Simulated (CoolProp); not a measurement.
A simple Rankine cycle with sulfur dioxide: condensing at 322.15 K, boiler at 4.78 MPa, turbine inlet 441.4 K, turbine efficiency 0.8, pump efficiency 0.6, no recuperator. Each further row changes one setting.

Values from CoolProp's reference Helmholtz-energy equation of state, Gao 2016.

```csv
case,thermal efficiency (%),net work (kJ/kg),heat in (kJ/kg),turbine exit temperature (K),volume ratio over the turbine
as stated,13.3,49.9,375,322.2,4.82
turbine inlet 461.4 K,13.8,54.7,395,335.2,4.71
condensing temperature 314.15 K,14.6,56.2,386,314.2,5.95
boiler pressure 3.35 MPa,11.6,45.6,393,343.7,3.43
turbine efficiency 0.7,11.5,43.0,375,323.9,4.94
```

The expansion ends wet for: as stated; condensing temperature 314.15 K.
